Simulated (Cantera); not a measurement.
Charge: 1 mol Fe2O3, 3.2 mol H2S, 1.8 mol H2O, at 802 °C and 1 atm.

Equilibrium computed with Cantera from the NASA thermochemical tables; the gas is ideal and each condensed phase is pure. Candidate condensed phases: Fe, FeO, Fe(OH)2, Fe(OH)3, FeS, FeSO4, FeS2, Fe2O3, Fe2(SO4)3, Fe3O4, H2O, H2SO4, S; 22 gas species. FeS: taken at fixed stoichiometry. Gases not in the tables: S3 to S7. Kinetics and transport are ignored.

Base state: H2O 0.805, H2S 0.110, SO2 0.0404, S2 0.0350, H2 0.00912, S2O 0.000920, SH 2.74e-5, SO 1.58e-5 (mole fractions); condensed: FeS(s).

### Question
What changes in the equilibrium state with this change: H2S from 3.2 to 0.14 mol?

### Answer
| species | before | after |
|---|---|---|
| H2O | 0.805 | 0.929 |
| SO2 | 0.0404 | 0.0543 |
| H2S | 0.110 | 0.0105 |
| S2 | 0.0350 | 0.00154 |
| S2O | 0.000920 | 0.000103 |
| SH | 2.74e-5 | 3.88e-6 |
| H2 | 0.00912 | 0.00416 |
| FeS(s), mol | 2.00 | 0 |
| Fe3O4(s), mol | 0 | 0.667 |
